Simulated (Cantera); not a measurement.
Input: 1 mol Si, 1.6 mol Cl2, 0.51 mol H2, equilibrated at 975 K and 6.60 bar.

Cantera equilibrium calculation (NASA polynomials, part measured and part estimated; ideal gas, pure solids and liquids). Candidate condensed phases: Si; 19 gas species. The tables' values for SiCl3 are old estimates; treat these amounts as uncertain. Rates play no part.

Base state: SiCl4 0.501, H2 0.310, SiHCl3 0.176, SiH2Cl2 0.00644, HCl 0.00506, SiCl3 0.00154, SiCl2 0.000133, SiH3Cl 5.97e-5 (mole fractions); condensed: Si(s).

**Question.** What changes in the equilibrium state with this change: H2 from 0.51 to 6.5 mol?

**Answer.** 
```json
[
 {"species": "H2", "before": "0.310", "after": "0.866"},
 {"species": "SiCl4", "before": "0.501", "after": "0.0613"},
 {"species": "SiHCl3", "before": "0.176", "after": "0.0607"},
 {"species": "SiCl3", "before": "0.00154", "after": "0.000317"},
 {"species": "SiCl2", "before": "0.000133", "after": "4.66e-5"},
 {"species": "SiH3Cl", "before": "5.97e-5", "after": "0.000165"},
 {"species": "Si(s), mol", "before": "0.142", "after": "0.0759"}
]
```

**Question.** What changes in the equilibrium state with this change: pressure from 6.60 bar to 3.40 bar?

**Answer.** 
| species | before | after |
|---|---|---|
| SiCl4 | 0.501 | 0.514 |
| H2 | 0.310 | 0.320 |
| SiHCl3 | 0.176 | 0.154 |
| SiH3Cl | 5.97e-5 | 3.82e-5 |
| SiCl2 | 0.000133 | 0.000188 |
| SiH2Cl2 | 0.00644 | 0.00483 |
| HCl | 0.00506 | 0.00610 |
| SiCl3 | 0.00154 | 0.00185 |
| Si(s), mol | 0.142 | 0.150 |
